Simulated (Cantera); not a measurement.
A Cantera script and what it prints.

```python
import numpy as np
import cantera as ct

gas_names = """
    CL CL2 H HCL H2 N NH NH2 NH3 N2 N2H2 N2H4 Si SiCL SiCL2 SiCL3 SiCL4 SiH SiHCL3 SiH2 SiH2CL2 SiH3
    SiH3CL SiH4 SiN Si2 Si2N Si3
""".split()
cond_names = """
    NH4CL(a) NH4CL(b) Si(cr) Si(L) Si3N4(a)
""".split()


def load(file, names, dense=False):
    # The tables refer to 1 bar. Condensed volumes are neglected.
    table = {s.name: s for s in ct.Species.list_from_file(file)}
    out = []
    for n in names:
        d = dict(table[n].input_data)
        d["thermo"] = dict(d["thermo"], **{"reference-pressure": 1e5})
        if dense:
            d["equation-of-state"] = {"model": "constant-volume", "density": "1e6 g/cm^3"}
        out.append(ct.Species.from_dict(d))
    return out


gas = ct.Solution(thermo="ideal-gas", species=load("nasa_gas.yaml", gas_names))
cond = {s.name: ct.Solution(thermo="fixed-stoichiometry", species=[s], name=s.name)
        for s in load("nasa_condensed.yaml", cond_names, dense=True)}
atoms = {
    'SiHCl3': {'Si': 1, 'H': 1, 'CL': 3},
    'HCl': {'H': 1, 'CL': 1},
    'N2': {'N': 2},
}
top_T = {'Si3N4(a)': 2400}  # K; cautious upper limits of use, not melting points


def equilibrate(T, P, feed):
    n = {}
    for name, mol in feed.items():
        for a, k in atoms[name].items():
            n[a] = n.get(a, 0.0) + k * mol
    gas.TPX = T, P, n
    mass = sum(n.values()) * gas.mean_molecular_weight
    gas.equilibrate("TP")
    valid = [c for c in cond.values() if c.min_temp <= T <= top_T.get(c.name, c.max_temp)]
    mix = ct.Mixture([(gas, mass / gas.mean_molecular_weight)] + [(c, 0.0) for c in valid])
    mix.T, mix.P = T, P
    mix.equilibrate("TP", solver="vcs", rtol=1e-11, max_steps=5000)
    return mix


results = []
feed = {'SiHCl3': 1, 'HCl': 0.082, 'N2': 9.3}  # mol
T = 1150  # K
for P in [100, 260, 670, 1700, 4500, 12000, 30000, 77000, 200000]:
    mix = equilibrate(T, P, feed)
    results.append((T, P, feed, dict(zip(mix.species_names, mix.species_moles))))
    x = sorted(zip(gas.X, gas.species_names), reverse=True)
    print(f"T = {T:g} K  P = {P:g} Pa  gas = {mix.phase_moles(0):.4g} mol")
    print("   x: " + "  ".join(f"{s} {v:.3e}" for v, s in x if v > 1e-06))
    print("   condensed (mol): " + ("  ".join(f"{mix.phase(i).name} {mix.phase_moles(i):.4g}"
          for i in range(1, mix.n_phases) if mix.phase_moles(i) > 1e-12) or "none"))
```

Result:

```
T = 1150 K  P = 100 Pa  gas = 10.56 mol
   x: N2 8.518e-01  HCL 9.155e-02  SiCL4 4.772e-02  H2 5.429e-03  SiCL3 2.286e-03  SiCL2 1.198e-03  SiHCL3 5.746e-05  CL 2.582e-06
   condensed (mol): Si3N4(a) 0.1529
T = 1150 K  P = 260 Pa  gas = 10.55 mol
   x: N2 8.525e-01  HCL 9.028e-02  SiCL4 4.897e-02  H2 6.109e-03  SiCL3 1.565e-03  SiCL2 5.473e-04  SiHCL3 6.729e-05  CL 1.489e-06
   condensed (mol): Si3N4(a) 0.1535
T = 1150 K  P = 670 Pa  gas = 10.54 mol
   x: N2 8.530e-01  HCL 8.883e-02  SiCL4 4.989e-02  H2 6.859e-03  SiCL3 1.070e-03  SiCL2 2.509e-04  SiHCL3 7.823e-05
   condensed (mol): Si3N4(a) 0.1531
T = 1150 K  P = 1700 Pa  gas = 10.54 mol
   x: N2 8.535e-01  HCL 8.724e-02  SiCL4 5.062e-02  H2 7.669e-03  SiCL3 7.337e-04  SiCL2 1.163e-04  SiHCL3 9.037e-05
   condensed (mol): Si3N4(a) 0.1522
T = 1150 K  P = 4500 Pa  gas = 10.54 mol
   x: N2 8.540e-01  HCL 8.541e-02  SiCL4 5.130e-02  H2 8.588e-03  SiCL3 4.940e-04  SiHCL3 1.047e-04  SiCL2 5.202e-05
   condensed (mol): Si3N4(a) 0.1509
T = 1150 K  P = 12000 Pa  gas = 10.53 mol
   x: N2 8.546e-01  HCL 8.343e-02  SiCL4 5.194e-02  H2 9.586e-03  SiCL3 3.313e-04  SiHCL3 1.212e-04  SiCL2 2.311e-05
   condensed (mol): Si3N4(a) 0.1493
T = 1150 K  P = 30000 Pa  gas = 10.53 mol
   x: N2 8.551e-01  HCL 8.144e-02  SiCL4 5.252e-02  H2 1.058e-02  SiCL3 2.280e-04  SiHCL3 1.386e-04  SiCL2 1.083e-05
   condensed (mol): Si3N4(a) 0.1476
T = 1150 K  P = 77000 Pa  gas = 10.53 mol
   x: N2 8.556e-01  HCL 7.928e-02  SiCL4 5.312e-02  H2 1.166e-02  SiHCL3 1.587e-04  SiCL3 1.553e-04  SiCL2 4.963e-06
   condensed (mol): Si3N4(a) 0.1458
T = 1150 K  P = 200000 Pa  gas = 10.53 mol
   x: N2 8.562e-01  HCL 7.698e-02  SiCL4 5.374e-02  H2 1.282e-02  SiHCL3 1.817e-04  SiCL3 1.052e-04  SiCL2 2.253e-06
   condensed (mol): Si3N4(a) 0.1438
```

Cantera equilibrium calculation (NASA polynomials, part measured and part estimated; ideal gas, pure solids and liquids). N2 is the only nitrogen source here; it is nearly inert below about 1500 K, so the nitride shown seldom forms there in practice. The tables' values for SiCl3 are old estimates; treat these amounts as uncertain.
